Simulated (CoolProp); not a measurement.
o-xylene at several states: density (kg/m³) from the reference equation and from simpler models built on Tc = 630.3 K, pc = 37.37 bar, ω = 0.312; each cubic takes its own stable root.

Computed with CoolProp (reference Helmholtz-energy equation of state, Zhou 2012).

```tsv
T (K)	p (bar)	phase	reference	van der Waals	Redlich-Kwong	Soave-Redlich-Kwong	Peng-Robinson
519.7	0.7	gas	1.744	1.735	1.739	1.741	1.742
607.3	0.483	gas	1.021	1.020	1.021	1.021	1.021
336.3	199	liquid	859.4	517.5	(withheld)	761.9	(withheld)
331.7	3.43	liquid	847.7	489.5	(withheld)	(withheld)	(withheld)
530	1.21	gas	2.981	2.959	2.969	2.974	2.978
```

Question: Some entries are withheld; supply them.

Answer: 
- 336.3, Redlich-Kwong: 746.2
- 336.3, Peng-Robinson: 854.2
- 331.7, Redlich-Kwong: 725.3
- 331.7, Soave-Redlich-Kwong: 747.3
- 331.7, Peng-Robinson: 840.9
